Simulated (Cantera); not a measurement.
Charge: 1 mol Si, a varied amount of HF, 2.2 mol N2, at 9.80 Pa.

These are equilibrium values from Cantera (NASA tables, ideal gas, pure condensed phases), not measurements of a reactor. Candidate condensed phases: Si, Si3N4; 37 gas species. N2 is the only nitrogen source here; it is nearly inert below about 1500 K, so the nitride shown seldom forms there in practice. The tables' values for SiF2, SiF3 are old estimates. The numbers say what is thermodynamically allowed, not how fast it happens.

Stable condensed phases, one row left out:

```
T in °C \ n(HF) in mol
         1.9 2.5 3.2 4.3 5.6 7.4 9.8  13
   1377    A   B   B   B   B   B   B   B
   1277    A   A   B   B   B   B   B   B
   1077    C   C   C   B   B   B   B   B
    977    C   C   C   B   B   B   B   B
    877    C   C   C   B   B   B   B   B
    777    C   C   C   B   B   B   B   B
    677    C   C   C   B   B   B   B   B
    577    C   C   C   B   B   B   B   B
    477    C   C   C   B   B   B   B   B
```

A: Si; B: gas only; C: Si3N4.

Question: Give the row for 1177 °C.

Answer: 1.9: Si3N4; 2.5: Si3N4; 3.2: gas only; 4.3: gas only; 5.6: gas only; 7.4: gas only; 9.8: gas only; 13: gas only.
